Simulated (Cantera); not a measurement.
**Equilibrium for abatement and gas-phase synthesis: N₂O + H₂**

Input: 1 mol N₂O, 1.4 mol H₂, equilibrated at 1875 K and 3.53 Torr.

These are equilibrium values from Cantera (NASA tables, ideal gas, pure condensed phases), not measurements of a reactor. Candidate condensed phases: H₂O; 24 gas species. Rates play no part.

- x(N₂) = 0.416
- x(H₂O) = 0.415
- x(H₂) = 0.165
- x(H) = 0.00388
- x(OH) = 0.000762
- x(NO) = 3.25e-5
- x(O₂) = 1.50e-5
- x(O) = 1.36e-5
- gas amount = 2.406 mol
